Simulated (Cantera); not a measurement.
Gas mixture: C3H8 = 0.36 (molar parts), at 14.3 Torr, frozen composition.

Cantera's kinetic-theory transport with the Lennard-Jones parameters of GRI-Mech 3.0, ideal gas; thermal conductivity in the multicomponent form. The composition is frozen, though it would react at the higher temperatures.

One state of this run: ρ (kg/m³) = 0.0126; cp (J/kg/K) = 3512; μ (µPa s) = 19.4; λ (mW/m/K) = 90.1; Pr = 0.758; D (cm²/s) CH4 = 39.1; D (cm²/s) N2 = 34.7; D (cm²/s) H2 = 134. D: mixture-averaged diffusion coefficient of that species in the mixture.

Task: Which value of T (K) does it belong to?
A. 1400
B. 1200
C. 800
D. 1600

Result: C, 800
